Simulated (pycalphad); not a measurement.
# Effect of Mn content in Al-Mn-Si

Computed with pycalphad from the COST 507 light-alloy database (1999), at 1 atm. These are 1990s assessments: newer ones move some temperatures and phases. Phase fractions are per mole of atoms.

### Question
One of these alloys has its liquidus at 648 °C, its solidus at 576 °C, and holds fcc 0.94, ALMNSI_ALPHA 0.03, liquid 0.03 at 577 °C. Which?
A) Al-3.82Mn-2.15Si (at.%)
B) Al-2.55Mn-2.15Si (at.%)
C) Al-1.91Mn-2.15Si (at.%)
D) Al-0.64Mn-2.15Si (at.%)
E) Al-1.27Mn-2.15Si (at.%)

### Answer
D, Al-0.64Mn-2.15Si (at.%). The others: Al-1.27Mn-2.15Si (at.%), liquidus 685, solidus 583; Al-1.91Mn-2.15Si (at.%), liquidus 712, solidus 605; Al-2.55Mn-2.15Si (at.%), liquidus 741, solidus 626; Al-3.82Mn-2.15Si (at.%), liquidus 783, solidus 648

Database names, with the compositions (at.%) that they take in these runs: ALMNSI_ALPHA: Al 70-74 Mn 17 Si 8-13.
